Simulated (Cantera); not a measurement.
A perfectly stirred reactor is fed with CH₄ : H₂O : H₂ = 1 : 0.56 : 1.3 (molar parts), at 5.00 bar; it is held at 1400 K, and followed from long to short residence time.

Detailed kinetics in Cantera: GRI-Mech 3.0 (53 species, 325 reactions). GRI-Mech 3.0 stops at C3 and has no aromatics, soot or wall deposition, so with more carbon than oxygen in the feed, carbon stays in small species such as C2H2 where larger ones or solid carbon would form.

One state of this run: x CH₄ = 0.321; x H₂O = 0.192; x H₂ = 0.475; x H = 1.40e-6; x CH₂O = 1.04e-7. x: mole fraction; the columns are a selection and need not sum to one.

Problem. Which value of τ (s) does it belong to?
A) 0.0027
B) 1.1
C) 0.012
D) 0.055

Solution. B, 1.1
